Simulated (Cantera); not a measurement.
A jet of 1.38 % H2, 7.92 % O2, 90.7 % N2, equivalence ratio 0.087 at 300 K and 3700 Pa hits a platinum plate 2.7 cm away at a mass flux of 0.03 kg/m²/s; the plate temperature is set and raised in steps from an oxygen-covered start.

Model: Deutschmann's 1995 Pt surface mechanism with GRI-Mech 3.0 gas chemistry, integrated in Cantera. Catalytic surfaces can have several steady states; this one follows from the mechanism file's or the stated starting coverage.

x: mole fraction at the wall; θ: surface coverage.

```
plate T (K)  wall x H2  wall x O2  wall x H2O  wall x OH  θ free Pt   θ O*    θ OH*
-----------  ---------  ---------  ----------  ---------  ---------  -----  -------
600            0.00253     0.0674      0.0215      <1e-8     0.0618  0.935  0.00299
650            0.00250     0.0674      0.0214      <1e-8     0.0658  0.932  0.00202
700            0.00232     0.0672      0.0217      <1e-8        ___  0.923      ___
750            0.00187     0.0668      0.0224      <1e-8      0.101  0.898  0.00125
800                ___     0.0663      0.0232      <1e-8        ___  0.852      ___
850            0.00105     0.0660      0.0237    1.34e-8      0.207  0.792  0.00101
```

Question: Fill in the missing entries.

Answer: 
- 700, θ free Pt: 0.0754
- 700, θ OH*: 0.00149
- 800, wall x H2: 0.00140
- 800, θ free Pt: 0.147
- 800, θ OH*: 0.00112
